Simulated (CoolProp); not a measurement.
The fluoroketone C6F12O (FK-5-1-12) along the isobar 9.99 bar: density (kg/m³) from the reference equation and from simpler models built on Tc = 441.8 K, pc = 18.69 bar, ω = 0.471; each cubic takes its own stable root.

Model: reference Helmholtz-energy equation of state, McLinden 2015, in CoolProp.

| T (K) | phase | reference | van der Waals | Redlich-Kwong |
|---|---|---|---|---|
| 266.3 | liquid | (withheld) | 1000 | 1465 |
| 284.3 | liquid | 1647 | (withheld) | 1418 |
| 302.3 | liquid | 1594 | 943.4 | (withheld) |
| 320.2 | liquid | 1539 | 911.2 | 1310 |
| 338.2 | liquid | 1480 | 875.1 | (withheld) |
| 356.2 | liquid | 1415 | 833.5 | (withheld) |
| 374.2 | liquid | 1343 | 782.8 | 1096 |
| 392.1 | liquid | 1259 | 134.8 | 996.0 |
| 428.1 | gas | 119.1 | 112.0 | 116.5 |
| 446.1 | gas | 107.3 | 104.1 | 106.9 |
| 464 | gas | 98.72 | (withheld) | (withheld) |
| 482 | gas | 91.99 | 92.07 | 93.13 |
| 500 | gas | 86.48 | 87.24 | 87.85 |

Question: Fill in the missing entries.

Answer: 
- 266.3, reference: 1698
- 284.3, van der Waals: 973.0
- 302.3, Redlich-Kwong: 1366
- 338.2, Redlich-Kwong: 1248
- 356.2, Redlich-Kwong: 1178
- 464, van der Waals: 97.63
- 464, Redlich-Kwong: 99.37

At some of these states van der Waals gives the other phase, because its saturation line lies elsewhere.
